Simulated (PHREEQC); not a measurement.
Dissolve 0.0063 mol/kgw AlCl3, 0.019 mol/kgw NH4HCO3 and 0.022 mol/kgw NH4F at 43 °C. Closed to the air; pH follows from the charge balance.

The numbers come from PHREEQC with the ion-association model, phreeqc.dat.

This is a speciation only: nothing precipitates in the calculation.

Problem. Order these C species by the share of C that they hold, largest first: CO3-2, CO2, HCO3-.

Solution. HCO3- (88 %), CO2 (12 %), CO3-2 (0.11 %)

The pH is 7.09 and the ionic strength 0.0405 mol/kgw. Examples of supersaturated solids here: Al(OH)3(a), Gibbsite (slow to form). Others may be too. Carbamate, which ammonia and carbonate form, is missing from the database. Constants without temperature data keep their 25 °C values here. Fluoro complexes past AlF4- and FeF3 are missing from the database.
